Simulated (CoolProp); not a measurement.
500 sccm (0 °C, 1 atm) of nitrogen bubbles through liquid n-nonane at 351.5 K and leaves saturated at a total pressure of 0.15 MPa (ideal gas phase). Each further row changes one setting.

Computed with CoolProp (reference Helmholtz-energy equation of state, Lemmon 2006). It is a short technical equation, of lower accuracy than the large ones.

```json
[
 {"case": "as stated", "vapour pressure (kPa)": "9.06", "mole fraction of vapour": "?", "delivery (mg/min)": "?", "delivery (sccm)": "?", "change of delivery for a bath 1 K warmer (%)": "?"},
 {"case": "bath temperature 356.5 K", "vapour pressure (kPa)": "11.1", "mole fraction of vapour": "?", "delivery (mg/min)": "?", "delivery (sccm)": "40.1", "change of delivery for a bath 1 K warmer (%)": "?"},
 {"case": "total pressure 0.3 MPa", "vapour pressure (kPa)": "9.06", "mole fraction of vapour": "?", "delivery (mg/min)": "89.1", "delivery (sccm)": "15.6", "change of delivery for a bath 1 K warmer (%)": "4.4"}
]
```

Question: Some entries are withheld; supply them.

Answer: 
- as stated, mole fraction of vapour: 0.0604
- as stated, delivery (mg/min): 184
- as stated, delivery (sccm): 32.1
- as stated, change of delivery for a bath 1 K warmer (%): 4.6
- bath temperature 356.5 K, mole fraction of vapour: 0.0742
- bath temperature 356.5 K, delivery (mg/min): 229
- bath temperature 356.5 K, change of delivery for a bath 1 K warmer (%): 4.5
- total pressure 0.3 MPa, mole fraction of vapour: 0.0302
